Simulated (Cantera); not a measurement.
Input (Python, Cantera):

```python
import numpy as np
import cantera as ct

gas = ct.Solution("gri30.yaml")
gas.TPX = 1175, 1700000, {'CH3OH': 0.021, 'O2': 0.0052, 'N2': 1}
reactor = ct.IdealGasConstPressureReactor(gas, energy="off", clone=False)
net = ct.ReactorNet([reactor])
net.rtol, net.atol = 1e-08, 1e-18
show = ['CH3OH', 'O2', 'C2H6', 'N2O', 'H2O', 'CO']
times = np.geomspace(0.0001, 4, 9)

steps = ct.SolutionArray(gas, extra=["t"])
rows = []
print(f"{'t/s':>10s}{'T/K':>9s}{'P/Pa':>11s}" + "".join(f"{s:>11s}" for s in show))
for t in times:
    while net.time < t:
        t_next = net.step()
        steps.append(gas.state, t=t_next)
    rows.append([np.interp(t, steps.t, y) for y in (steps.T, steps.P, *steps(*show).X.T)])
    print(f"{t:10.3e}{rows[-1][0]:9.1f}{rows[-1][1]:11.4g}" + "".join(f"{x:11.3e}" for x in rows[-1][2:]))
rate = np.gradient(steps.T, steps.t)
print("integrator steps:", len(steps.t))
if steps.T.max() > steps.T[0] + 200:
    print(f"time of steepest temperature rise: {steps.t[rate.argmax()]:.4e} s")
gas.TPX = 1175, 1700000, {'CH3OH': 0.021, 'O2': 0.0052, 'N2': 1}
gas.equilibrate("TP")
print(f"equilibrium (TP): T = {gas.T:.1f} K  " + "  ".join(f"{s} {gas[s].X[0]:.3e}" for s in show))
```

Output:

```
       t/s      T/K       P/Pa      CH3OH         O2       C2H6        N2O        H2O         CO
 1.000e-04   1175.0    1.7e+06  2.046e-02  5.067e-03  1.713e-11  2.278e-12  2.504e-07  3.998e-08
 3.761e-04   1175.0    1.7e+06  2.046e-02  5.065e-03  6.929e-11  3.257e-11  1.129e-06  1.553e-07
 1.414e-03   1175.0    1.7e+06  2.043e-02  5.054e-03  2.100e-10  4.608e-10  1.587e-05  1.137e-06
 5.318e-03   1175.0    1.7e+06  7.322e-04  1.556e-07  1.637e-06  8.717e-09  9.790e-03  1.783e-02
 2.000e-02   1175.0    1.7e+06  1.311e-04  3.700e-08  9.159e-07  8.242e-09  9.770e-03  1.909e-02
 7.521e-02   1175.0    1.7e+06  4.431e-06  1.778e-08  4.068e-07  7.093e-09  9.761e-03  1.937e-02
 2.828e-01   1175.0    1.7e+06  2.382e-08  8.394e-09  2.504e-07  4.612e-09  9.752e-03  1.937e-02
 1.064e+00   1175.0    1.7e+06  4.311e-11  1.690e-09  2.064e-07  1.062e-09  9.735e-03  1.936e-02
 4.000e+00   1175.0    1.7e+06  3.035e-11  8.671e-12  1.669e-07  4.674e-12  9.677e-03  1.930e-02
integrator steps: 2438
equilibrium (TP): T = 1175.0 K  CH3OH 2.205e-11  O2 1.531e-19  C2H6 4.899e-12  N2O 4.841e-17  H2O 6.967e-03  CO 1.691e-02
```

Computed with Cantera and GRI-Mech 3.0 (53 species, 325 reactions). GRI-Mech 3.0 was tuned for natural gas; its chemistry of methanol as a main component is partial and can be far from experiment. The pressure lies above the range GRI-Mech 3.0 was tuned for (to about 10 atm).
